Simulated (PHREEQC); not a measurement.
Dissolve 3.2 mol H2SO4, 0.089 mol Na2SO4 and 0.26 mol MgCl2 per kg of water at 25 °C. It is in equilibrium with CO2 at log p = -2 (atm). Otherwise closed; pH follows from the charge balance.

All values are PHREEQC results (Pitzer model, pitzer.dat), not measurements.

Each row changes one thing in this solution. Precipitation was switched off in this run.

```tsv
case	pH	ionic strength (mol/kgw)	HSO4- (mol/kgw)	SO4-2 (mol/kgw)	HCO3- (mol/kgw)	SI of Epsomite (MgSO4:7H2O)	SI of Hexahydrite (MgSO4:6H2O)
as made	-1.34	5.38	2.63	0.655	5.50e-11	-1.35	-1.54
temperature from 25 to 70 °C	-1.19	4.70	2.98	0.314	2.99e-11	-2.30	-2.13
diluted 100-fold with water	1.45	0.0674	0.0195	0.0134	5.63e-9	-3.52	-3.80
H2SO4 left out	4.91	1.05	9.49e-6	0.0890	2.49e-5	-1.69	-1.97
temperature from 25 to 50 °C	-1.25	4.95	2.85	0.439	3.97e-11	-1.88	-1.84
```

Complexes and solids missing from the database can't appear. In brines, pH and single-ion activities rest on the MacInnes convention. Away from 25 °C the constants follow the database's enthalpies or fits; those with neither stay at their 25 °C values.
